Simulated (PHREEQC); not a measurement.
Model water analysis in mg/kgw, 25 °C, pH 8.08, pe -1.7: Na 28.2; K 0.0327; Ca 23.3; Mg 1.38; Cl 32.6; S(6) as SO4 69.4; Alkalinity as HCO3 8.33; Zn 2.25; Si as SiO2 0.151; Mn(2) 1.25; Li 0.409; F 0.0741.

Valence states are taken as typed.

All values are PHREEQC results (ion-association model, phreeqc.dat), not measurements.

This is a speciation only: nothing precipitates in the calculation.

Q: Order these Ca species by the share of Ca that they hold, largest first: CaSO4, Ca+2, CaHCO3+.

A: Ca+2 (93 %), CaSO4 (6.6 %), CaHCO3+ (0.11 %)

The pH is 8.08 and the ionic strength 0.00379 mol/kgw. Examples of supersaturated solids here: Rhodochrosite. Others may be too. SiF6-2 is the database's only silicon fluoride.
